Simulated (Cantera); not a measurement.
An adiabatic, constant-volume homogeneous reactor starts with CO : H2 : CH4 : O2 : N2 = 1 : 0.36 : 0.17 : 0.85 : 2.89 (molar parts), at 1198 K and 15.0 bar.

Detailed kinetics in Cantera: GRI-Mech 3.0 (53 species, 325 reactions). The pressure lies above the range GRI-Mech 3.0 was tuned for (to about 10 atm). Above 3000 K some thermodynamic fits are extrapolated.

### Question
Predict: time of steepest temperature rise; temperature at 0.200 s; equilibrium temperature; x(CO) at 0.200 s; x(H2) at 0.200 s; x(NO) at 0.200 s; x(OH) at 0.200 s.

### Answer
```json
{
  "time_of_steepest_temperature_rise": "74.6 µs",
  "temperature at 0.200 s": "3144 K",
  "equilibrium_temperature": "3144 K",
  "x(CO) at 0.200 s": "0.105 (gas-phase equilibrium 0.105)",
  "x(H2) at 0.200 s": "0.0123 (gas-phase equilibrium 0.0123)",
  "x(NO) at 0.200 s": "0.0122 (gas-phase equilibrium 0.0122)",
  "x(OH) at 0.200 s": "0.0159 (gas-phase equilibrium 0.0159)"
}
```
